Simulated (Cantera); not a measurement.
Cantera run:

```python
import numpy as np
import cantera as ct

gas_names = """
    CH3 O3 H2O
""".split()
cond_names = """
    Ta(cr) Ta(L) TaC(s) TaC(L)
""".split()


# ... load() reads the species with a 1 bar reference pressure and builds the phases ...
species = {s.name: s for s in load("nasa_gas.yaml", gas_names) + load("nasa_condensed.yaml", cond_names)}
# Each term lists the table entries of one substance; the one whose range holds T is used.
reactions = {
    '2 CH3(g) + 2 Ta + O3(g) = 3 H2O(g) + 2 TaC':
        [(-2, ['CH3']), (-2, ['Ta(cr)', 'Ta(L)']), (-1, ['O3']), (3, ['H2O']), (2, ['TaC(s)', 'TaC(L)'])],
}


def pick(names, T):
    return next(species[n] for n in names if species[n].thermo.min_temp <= T <= species[n].thermo.max_temp)


results = []
for label, terms in reactions.items():
    print(label)
    print("     T/K   dH/kJ  dS/(J/K)   dG/kJ   log10 K")
    for T in [1773, 1873, 1973, 2073, 2173, 2273]:
        used = [(nu, pick(names, T)) for nu, names in terms]
        dH = sum(nu * s.thermo.h(T) for nu, s in used) / 1e6
        dS = sum(nu * s.thermo.s(T) for nu, s in used) / 1e3
        dG = dH - T * dS / 1e3
        logK = -dG * 1e6 / (ct.gas_constant * T * np.log(10))
        results.append((label, T, dH, dS, dG, logK, [s.name for _, s in used]))
        print(f"{T:8g} {dH:8.1f} {dS:8.1f} {dG:8.1f} {logK:8.2f}")
```

Output:

```
2 CH3(g) + 2 Ta + O3(g) = 3 H2O(g) + 2 TaC
     T/K   dH/kJ  dS/(J/K)   dG/kJ   log10 K
    1773  -1449.5    -56.4  -1349.5    39.76
    1873  -1449.8    -56.6  -1343.9    37.48
    1973  -1450.2    -56.8  -1338.2    35.43
    2073  -1450.7    -57.0  -1332.5    33.58
    2173  -1451.3    -57.3  -1326.8    31.89
    2273  -1452.1    -57.6  -1321.1    30.36
```

Standard-state values (1 bar) from the NASA 1993 polynomials, evaluated with Cantera. TaC: taken at fixed stoichiometry. Condensed species are held in their standard states even where they would react or evaporate.
